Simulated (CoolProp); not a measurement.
Vapour-liquid equilibrium of ethane (1) + propane (2) at 206.4 K; x and y are mole fractions of (1).

Values from CoolProp's multi-fluid Helmholtz-energy mixture model, Bücker 2006 and Lemmon 2009; pair parameters Kunz 2012.

Q: Give the bubble pressure and the first vapour's composition at x = 0.2, 0.5, 0.725. Is there an azeotrope?

A: x = 0.2: 0.07718 MPa, y = 0.686; x = 0.5: 0.1509 MPa, y = 0.896; x = 0.725: 0.2108 MPa, y = 0.959. No azeotrope shows between x = 0.05 and 0.95.

Pair parameters are fitted to limited data, so mixtures are less certain than the pure fluids.
